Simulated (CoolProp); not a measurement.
R404A along the isotherm 500 K: Z from the reference equation and from simpler models built on Tc = 345.3 K, pc = 37.35 bar, ω = 0.293; each cubic takes its own stable root.

Computed with CoolProp (reference Helmholtz-energy equation of state, Lemmon 2003). It is a pseudo-pure fit of the blend.

```csv
p (bar),phase,reference
7.78,gas,0.9812
15.6,gas,0.9626
23.3,gas,0.9447
31.1,gas,0.9270
38.9,supercritical,0.9099
46.7,supercritical,0.8936
54.5,supercritical,0.8781
62.2,supercritical,0.8638
70,supercritical,0.8505
77.8,supercritical,0.8384
85.6,supercritical,0.8277
93.4,supercritical,0.8186
```

Problem. How far does each simpler model (van der Waals, Redlich-Kwong, Soave-Redlich-Kwong, Peng-Robinson) lie from the reference over these 12 states: mean and median of the absolute difference, and the worst?

Solution. 
- van der Waals: mean 5.7 %, median 5.5 %, worst -10.7 % at 500 K and 93.4 bar
- Redlich-Kwong: mean 2.7 %, median 2.9 %, worst -4.5 % at 500 K and 93.4 bar
- Soave-Redlich-Kwong: mean 3.5 %, median 3.3 %, worst +7.3 % at 500 K and 93.4 bar
- Peng-Robinson: mean 0.8 %, median 0.3 %, worst +2.5 % at 500 K and 93.4 bar
